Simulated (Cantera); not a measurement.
A Cantera script and its output.

```python
import numpy as np
import cantera as ct

gas = ct.Solution("gri30.yaml", transport_model="multicomponent")
show = ['NO', 'CH4', 'H2']

rows = []
print(f"{'T/K':>7s}{'rho':>11s}{'cp':>10s}{'mu':>11s}{'lambda':>11s}{'Pr':>7s}" + "".join(f"{'D_' + s:>11s}" for s in show))
for T in [400, 650, 900, 1150, 1400, 1650, 1900, 2150]:
    gas.TPX = T, 420000, {'C2H4': 0.48, 'CO2': 0.5, 'N2': 0.18}
    Pr = gas.cp_mass * gas.viscosity / gas.thermal_conductivity
    D = [gas.mix_diff_coeffs_mole[gas.species_index(s)] for s in show]
    rows.append([gas.density, gas.cp_mass, gas.viscosity, gas.thermal_conductivity, Pr, *D])
    print(f"{T:7g}{gas.density:11.4e}{gas.cp_mass:10.1f}{gas.viscosity:11.4e}"
          f"{gas.thermal_conductivity:11.4e}{Pr:7.3f}" + "".join(f"{d:11.4e}" for d in D))
print("SI units: kg/m3, J/kg/K, Pa s, W/m/K, m2/s")
```

Output:

```
    T/K        rho        cp         mu     lambda     Pr       D_NO      D_CH4       D_H2
    400 4.4105e+00    1263.4 1.7408e-05 2.9593e-02  0.743 6.6043e-06 7.2980e-06 2.6218e-05
    650 2.7142e+00    1619.2 2.6095e-05 5.6703e-02  0.745 1.5468e-05 1.7331e-05 5.9879e-05
    900 1.9602e+00    1849.3 3.3361e-05 8.2925e-02  0.744 2.6953e-05 3.0385e-05 1.0330e-04
   1150 1.5341e+00    2022.6 3.9738e-05 1.0825e-01  0.742 4.0743e-05 4.6075e-05 1.5540e-04
   1400 1.2602e+00    2141.6 4.5508e-05 1.3153e-01  0.741 5.6633e-05 6.4158e-05 2.1545e-04
   1650 1.0692e+00    2227.4 5.0838e-05 1.5312e-01  0.740 7.4481e-05 8.4468e-05 2.8294e-04
   1900 9.2853e-01    2289.1 5.5836e-05 1.7313e-01  0.738 9.4179e-05 1.0688e-04 3.5745e-04
   2150 8.2056e-01    2333.8 6.0576e-05 1.9179e-01  0.737 1.1564e-04 1.3129e-04 4.3865e-04
SI units: kg/m3, J/kg/K, Pa s, W/m/K, m2/s
```

Detailed kinetics in Cantera: GRI-Mech 3.0 (53 species, 325 reactions). The composition is frozen, though it would react at the higher temperatures.
